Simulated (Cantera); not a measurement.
A diamond (100) surface in a fixed gas of H2 with x(CH4) = 0.0068, x(H) = 0.00066, at 1050 K, 9200 Pa; coverages are run to steady state.

Cantera simulation using the Harris–Goodwin 1993 mechanism for the reconstructed diamond (100) surface; the numbers are that mechanism's predictions, not measurements.

One state of this run: growth (µm/h) = 4.17; θ c6HH = 0.526; θ c6H* = 0.0210; θ c6*H = 0.376; θ c6** = 0.0103; θ c6HM = 0.0461. θ: site fractions in the mechanism's names (c6HH fully hydrogenated, c6H* and c6*H radical sites, c6** diradical, c6HM methylated).

Problem. Which value of x(CH3) does it belong to?
(A) 0.00012
(B) 1e-06
(C) 0.00032
(D) 1.8e-05

Solution. A, 0.00012
